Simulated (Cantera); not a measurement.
A closed system holds: 1 mol LiOH, 7.4 mol H2, equilibrated at 1648.15 K and 1 atm.

Equilibrium computed with Cantera from the NASA thermochemical tables; the gas is ideal and each condensed phase is pure. Candidate condensed phases: H2O, Li, LiH, LiOH, Li2O; 17 gas species. Rates play no part.

Base state: H2 0.923, H2O 0.0509, LiOH 0.0244, Li 0.00146, Li2(OH)2 0.000128, H 8.51e-5, LiH 7.56e-5, Li2O 3.65e-5 (mole fractions); condensed: Li2O(s).

Problem. What changes in the equilibrium state with this change: 0.2 mol HCl added?

Solution. 
```
species       before     after
------------  ------  --------
H2             0.923     0.889
H2O           0.0509    0.0595
LiOH          0.0244    0.0264
LiCl               0    0.0234
Li2Cl2             0  0.000301
HCl                0   2.40e-5
Li2O(s), mol   0.395     0.283
```
Further candidate phases: LiCl.
